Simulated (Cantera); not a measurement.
A closed system holds: 1 mol FeCl₃, 120 mol H₂, at 0.00210 Torr.

Equilibrium computed with Cantera from the NASA thermochemical tables; the gas is ideal and each condensed phase is pure. Candidate condensed phases: Fe, FeCl₂, FeCl₃; 11 gas species. Rates play no part.

log p: log10 of the partial pressure in bar; n: condensed amount in mol.

| T (K) | log p H₂ | log p H | log p HCl | log p Fe | n Fe(α) | n Fe(γ) |
|---|---|---|---|---|---|---|
| 1048 | -5.56 | -10.89 | -7.17 | … | 0.984 | 0 |
| 1098 | -5.56 | -10.39 | -7.17 | … | 0.980 | 0 |
| 1148 | -5.56 | -9.93 | -7.17 | … | 0.976 | 0 |
| 1198 | -5.56 | -9.50 | -7.17 | … | 0 | 0.971 |
| 1248 | -5.56 | -9.11 | -7.17 | … | 0 | 0.959 |
| 1298 | -5.56 | -8.75 | -7.17 | … | 0 | 0.920 |
| 1348 | -5.56 | -8.42 | -7.17 | … | 0 | 0.783 |
| 1398 | -5.57 | -8.11 | -7.18 | … | 0 | 0.319 |
| 1448 | -5.57 | -7.82 | -7.17 | -7.65 | 0 | 0 |
| 1498 | -5.57 | -7.55 | -7.17 | -7.65 | 0 | 0 |
| 1548 | -5.58 | -7.30 | -7.18 | -7.65 | 0 | 0 |
| 1598 | -5.58 | -7.06 | -7.18 | -7.65 | 0 | 0 |
| 1648 | -5.59 | -6.85 | -7.19 | -7.65 | 0 | 0 |

### Question
Complete the blanks.

### Answer

- 1048, log p Fe: -12.85
- 1098, log p Fe: -11.93
- 1148, log p Fe: -11.10
- 1198, log p Fe: -10.33
- 1248, log p Fe: -9.63
- 1298, log p Fe: -8.99
- 1348, log p Fe: -8.39
- 1398, log p Fe: -7.84
